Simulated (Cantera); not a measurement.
A closed system holds: 1 mol SiO2, 0.48 mol Al2O3, 0.17 mol N2, at 1950 K and 0.133 bar.

These are equilibrium values from Cantera (NASA tables, ideal gas, pure condensed phases), not measurements of a reactor. Candidate condensed phases: Al, AlN, Al2O3, Al2SiO5, Al6Si2O13, Si, SiO2, Si2N2O, Si3N4; 23 gas species. Mutual solubility and eutectic melting of coexisting phases are not modelled. The tables hold silica as quartz up to 1696 K and as liquid above; real silica turns to tridymite and cristobalite and melts near 1996 K. Condensed phases not in the tables: alloys, solid solutions and most ternary compounds. Equilibrium is a limit: real reactors are often held back by kinetics, nucleation or transport.

What is the equilibrium state?


```
Quantity                               Value
--------------------------------  ----------
x(N2)                                  1.000
x(SiO)                               5.40e-5
x(NO)                                3.94e-5
x(O2)                                5.80e-6
x(O)                                 2.98e-6
n(Al6Si2O13(mullite))              0.160 mol
n(SiO2(condensed))                 0.680 mol
gas amount                        0.1700 mol
log10 activity of Si(l) (absent)       -8.90
log10 activity of Al(l) (absent)       -9.62
```
